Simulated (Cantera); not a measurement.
Cantera run:

```python
import numpy as np
import cantera as ct

gas_names = """
    Ba BaF BaF2 F F2 H HF H2 H2F2 H3F3 H4F4 H5F5 H6F6 H7F7 N NF NF2 NF3 NH NH2 NH3 N2 N2H2 N2H4
""".split()
cond_names = """
    Ba(cr) Ba(L) BaF2(a) BaF2(b,c) BaF2(L)
""".split()


# ... load() reads the species with a 1 bar reference pressure and builds the phases ...
atoms = {
    'BaF2': {'Ba': 1, 'F': 2},
    'HF': {'H': 1, 'F': 1},
    'N2': {'N': 2},
}
top_T = {}  # K; cautious upper limits of use, not melting points


# ... equilibrate(T, P, feed) seeds the gas with the atoms and calls Mixture.equilibrate('TP', solver="vcs", rtol=1e-11, max_steps=5000) ...
results = []
feed = {'BaF2': 1, 'HF': 0.16, 'N2': 2.9}  # mol
T = 1900  # K
P = 9500  # Pa
mix = equilibrate(T, P, feed)
results.append((T, P, feed, dict(zip(mix.species_names, mix.species_moles))))
print(gas.report(threshold=0.0001))
for i in range(1, mix.n_phases):
    print(f"{mix.phase(i).name:16s} {mix.phase_moles(i):12.5e} mol")
```

Result:

```
       temperature   1900 K
          pressure   9500 Pa
           density   0.024355 kg/m^3
  mean mol. weight   40.499 kg/kmol
   phase of matter   gas

                          1 kg             1 kmol
                     ---------------   ---------------
          enthalpy       -6.7665e+05       -2.7404e+07  J
   internal energy       -1.0667e+06       -4.3201e+07  J
           entropy              7074        2.8649e+05  J/K
    Gibbs function       -1.4117e+07       -5.7174e+08  J
 heat capacity c_p            929.78             37655  J/K
 heat capacity c_v            724.48             29341  J/K

                      mass frac. Y      mole frac. X     chem. pot. / RT
                     ---------------   ---------------   ---------------
              BaF2           0.37812          0.087346           -98.767
                HF          0.023567          0.047708           -47.146
                N2           0.59828           0.86491           -29.268
     [  +21 minor]        3.3547e-05        3.2471e-05

Ba(L)             0.00000e+00 mol
BaF2(L)           7.07115e-01 mol
```

Equilibrium computed with Cantera from the NASA thermochemical tables; the gas is ideal and each condensed phase is pure.
